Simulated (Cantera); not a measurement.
A Cantera script and its output.

```python
import numpy as np
import cantera as ct

gas = ct.Solution("gri30.yaml")


def delay(T, t_max=10):
    gas.TPX = T, 500000, {'CO': 1, 'H2': 0.4, 'O2': 0.538, 'N2': 2.02, 'CO2': 0.12}
    reactor = ct.IdealGasReactor(gas, clone=False)
    net = ct.ReactorNet([reactor])
    net.rtol, net.atol = 1e-8, 1e-16
    while net.time < t_max:
        t_old, T_old = net.time, reactor.T
        net.step()
        if reactor.T > T + 400:  # ignition: a rise of 400 K
            return t_old + (T + 400 - T_old) / (reactor.T - T_old) * (net.time - t_old)
    return np.nan


taus = []
for T in [1025, 1125, 1225, 1325, 1425, 1525, 1625, 1725]:
    taus.append(delay(T))
    print(f"T0 = {T:6g} K   tau = {taus[-1]:.4e} s")
```

Output:

```
T0 =   1025 K   tau = 1.2712e-03 s
T0 =   1125 K   tau = 7.3323e-05 s
T0 =   1225 K   tau = 1.6563e-05 s
T0 =   1325 K   tau = 8.4464e-06 s
T0 =   1425 K   tau = 5.5226e-06 s
T0 =   1525 K   tau = 4.0950e-06 s
T0 =   1625 K   tau = 3.3081e-06 s
T0 =   1725 K   tau = 2.8564e-06 s
```

Model: GRI-Mech 3.0 (53 species, 325 reactions), integrated in Cantera. The hydrogen kinetics of GRI-Mech 3.0 are dated; newer H2 mechanisms differ, most at raised pressure. Where the delays flatten at high temperature, the 400 K rule measures the pace of heat release, not the induction time.
